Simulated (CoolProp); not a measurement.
The fluid at 393.09 K and 2.76 MPa is throttled through a valve to 0.356 MPa with no heat exchange. The same conditions are run with several fluids, on thermodynamics alone (safety and materials aside).

The numbers come from the reference Helmholtz-energy equation of state of each fluid (CH3F (R41): Lemmon 2006; R507A: Lemmon 2003; R404A: Lemmon 2003; R125: Lemmon 2005; hydrogen sulfide: Lemmon 2006) in CoolProp. Blends and air are pseudo-pure fits.

Q: Rank CH3F (R41), R507A, R404A, R125, hydrogen sulfide by temperature change (K), highest first.

A: R125 (-16.6), R507A (-19.7), R404A (-20.1), CH3F (R41) (-21.0), hydrogen sulfide (-24.2)

| fluid | final density (kg/m³) |
|---|---|
| CH3F (R41) | 3.97 |
| R507A | 11.6 |
| R404A | 11.5 |
| R125 | 14.0 |
| hydrogen sulfide | 4.01 |
